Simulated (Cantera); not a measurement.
Input (Python, Cantera) and output of one run.

```python
import numpy as np
import cantera as ct

gas_names = """
    C CO CO2 C2 C2O C3 C3O2 C4 C5 Cu CuO Cu2 O O2 O3
""".split()
cond_names = """
    C(gr) Cu(cr) Cu(L) CuO(s) Cu2O(s) Cu2O(L)
""".split()


# ... load() reads the species with a 1 bar reference pressure and builds the phases ...
atoms = {
    'CuO': {'Cu': 1, 'O': 1},
    'CO': {'C': 1, 'O': 1},
}
top_T = {'C(gr)': 4500, 'CuO(s)': 1390}  # K; cautious upper limits of use, not melting points


# ... equilibrate(T, P, feed) seeds the gas with the atoms and calls Mixture.equilibrate('TP', solver="vcs", rtol=1e-11, max_steps=5000) ...
results = []
T = 2050  # K
P = 9700  # Pa
for m in [2.4, 3.1, 4, 5.1, 6.6, 8.4, 11, 14, 18]:
    feed = {'CuO': 1, 'CO': m}  # mol
    mix = equilibrate(T, P, feed)
    results.append((T, P, feed, dict(zip(mix.species_names, mix.species_moles))))
    x = sorted(zip(gas.X, gas.species_names), reverse=True)
    print(f"T = {T:g} K  P = {P:g} Pa  n(CO) = {m:g} mol  gas = {mix.phase_moles(0):.4g} mol")
    print("   x: " + "  ".join(f"{s} {v:.3e}" for v, s in x if v > 1e-06))
    print("   condensed (mol): " + ("  ".join(f"{mix.phase(i).name} {mix.phase_moles(i):.4g}"
          for i in range(1, mix.n_phases) if mix.phase_moles(i) > 1e-12) or "none"))
```

Result:

```
T = 2050 K  P = 9700 Pa  n(CO) = 2.4 mol  gas = 2.581 mol
   x: CO 5.424e-01  CO2 3.873e-01  Cu 6.983e-02  Cu2 3.406e-04  O2 2.077e-05  O 1.424e-05  CuO 1.011e-05
   condensed (mol): Cu(L) 0.818
T = 2050 K  P = 9700 Pa  n(CO) = 3.1 mol  gas = 3.334 mol
   x: CO 6.299e-01  CO2 2.999e-01  Cu 6.983e-02  Cu2 3.406e-04  O 9.493e-06  O2 9.231e-06  CuO 6.738e-06
   condensed (mol): Cu(L) 0.7649
T = 2050 K  P = 9700 Pa  n(CO) = 4 mol  gas = 4.302 mol
   x: CO 6.974e-01  CO2 2.324e-01  Cu 6.983e-02  Cu2 3.406e-04  O 6.645e-06  CuO 4.717e-06  O2 4.524e-06
   condensed (mol): Cu(L) 0.6967
T = 2050 K  P = 9700 Pa  n(CO) = 5.1 mol  gas = 5.485 mol
   x: CO 7.475e-01  CO2 1.823e-01  Cu 6.983e-02  Cu2 3.406e-04  O 4.863e-06  CuO 3.451e-06  O2 2.422e-06
   condensed (mol): Cu(L) 0.6133
T = 2050 K  P = 9700 Pa  n(CO) = 6.6 mol  gas = 7.098 mol
   x: CO 7.890e-01  CO2 1.409e-01  Cu 6.983e-02  Cu2 3.406e-04  O 3.560e-06  CuO 2.527e-06  O2 1.298e-06
   condensed (mol): Cu(L) 0.4995
T = 2050 K  P = 9700 Pa  n(CO) = 8.4 mol  gas = 9.034 mol
   x: CO 8.191e-01  CO2 1.107e-01  Cu 6.983e-02  Cu2 3.406e-04  O 2.694e-06  CuO 1.912e-06
   condensed (mol): Cu(L) 0.363
T = 2050 K  P = 9700 Pa  n(CO) = 11 mol  gas = 11.83 mol
   x: CO 8.453e-01  CO2 8.453e-02  Cu 6.983e-02  Cu2 3.406e-04  O 1.994e-06  CuO 1.415e-06
   condensed (mol): Cu(L) 0.1659
T = 2050 K  P = 9700 Pa  n(CO) = 14 mol  gas = 15 mol
   x: CO 8.669e-01  CO2 6.668e-02  Cu 6.608e-02  Cu2 3.050e-04  O 1.534e-06  CuO 1.030e-06
   condensed (mol): none
T = 2050 K  P = 9700 Pa  n(CO) = 18 mol  gas = 19 mol
   x: CO 8.949e-01  CO2 5.264e-02  Cu 5.226e-02  Cu2 1.908e-04  O 1.173e-06
   condensed (mol): none
```

Cantera equilibrium calculation (NASA polynomials, part measured and part estimated; ideal gas, pure solids and liquids).
